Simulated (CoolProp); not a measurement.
Saturated liquid density (kg/m³) of carbon monoxide: the reference equation beside estimates from Tc = 132.9 K, pc = 3.498 MPa, ω = 0.050. Rackett uses Z = 0.29056 − 0.08775 ω.

Values from CoolProp's reference Helmholtz-energy equation of state, Lemmon 2006. It is a short technical equation, of lower accuracy than the large ones.

```tsv
T (K)	reference	Rackett	Peng-Robinson
105.1	677.1	689.6	743.7
106.8	667.1	679.8	729.7
108.5	656.8	669.7	715.2
110.2	646.2	659.3	700.0
112	634.4	647.7	683.1
113.7	622.8	636.4	666.4
115.4	610.7	624.5	648.8
117.1	598.0	612.0	630.2
118.9	583.8	598.0	609.3
120.6	569.4	583.8	588.1
122.3	554.0	568.6	565.5
124	537.2	552.0	540.8
125.8	517.5	532.3	512.1
127.5	496.1	511.0	481.6
129.2	470.6	485.3	446.0
```

Absolute difference from the reference over all 15 rows, mean and median: Rackett 2.4 and 2.3 %, Peng-Robinson 5.5 and 5.4 %.
